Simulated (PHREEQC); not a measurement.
A solution holds 110 mmol/kgw K2CO3, 0.066 mmol/kgw MgSO4 and 3.1 mmol/kgw NaCl, at 31 °C. Closed to the air; pH follows from the charge balance.

All values are PHREEQC results (Pitzer model, pitzer.dat), not measurements.

Each row changes one thing in this solution. This is a speciation only: nothing precipitates in the calculation.

```tsv
case	pH	ionic strength (mol/kgw)	SI of Halite (NaCl)
as made	11.27	0.329	-6.97
MgSO4 from 6.6e-05 to 3.3e-05 mol/kgw	11.27	0.329	-6.97
temperature from 31 to 60 °C	___	___	-7.01
0.017 mol/kgw H2SO4 added	10.18	0.316	-6.96
MgSO4 left out	11.27	0.329	-6.97
K2CO3 from 0.11 to 0.022 mol/kgw	11.01	0.0672	-6.81
K2CO3 left out	6.90	___	___
diluted 5-fold with water	11.01	0.0646	-8.21
```

What belongs in the gaps?


- temperature from 31 to 60 °C, pH: 10.78
- temperature from 31 to 60 °C, ionic strength (mol/kgw): 0.325
- K2CO3 left out, ionic strength (mol/kgw): 0.00336
- K2CO3 left out, SI of Halite (NaCl): -6.67

Some of these states are supersaturated (in Magnesite (slow to form), for instance). Constants without temperature data keep their 25 °C values here.
